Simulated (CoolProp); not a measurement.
Vapour-liquid equilibrium of carbon dioxide (1) + propylene (2) at 12.3 bar; x and y are mole fractions of (1).

The numbers come from the multi-fluid Helmholtz-energy mixture model, Span 1996 and Lemmon 2013; pair parameters Bell 2016 in CoolProp.

```
x      bubble temperature (°C)  y at the bubble point  dew temperature at overall composition x (°C)  liquid density (mol/L)
-----  -----------------------  ---------------------  ---------------------------------------------  ----------------------
0.05                      17.0                  0.232                                           25.4                   12.56
0.125                      4.2                  0.472                                           22.0                   13.43
0.2                       -5.1                  0.617                                           18.5                   14.22
0.275                    -11.8                  0.707                                           14.8                   14.96
0.35                     -16.7                  0.766                                           11.0                   15.70
0.425                    -20.4                  0.807                                            6.9                   16.44
0.5                      -23.2                  0.838                                            2.5                   17.22
0.575                    -25.5                  0.863                                           -2.2                   18.04
0.65                     -27.4                  0.885                                           -7.5                   18.95
0.725                    -29.1                  0.906                                          -13.3                   19.94
0.8                      -30.6                  0.927                                          -19.7                   21.06
0.875                    -32.0                  0.951                                          -26.5                   22.33
0.95                     -33.4                  0.978                                          -32.0                   23.77
```

No azeotrope shows between x = 0.05 and 0.95.

Pair parameters are fitted to limited data, so mixtures are less certain than the pure fluids.
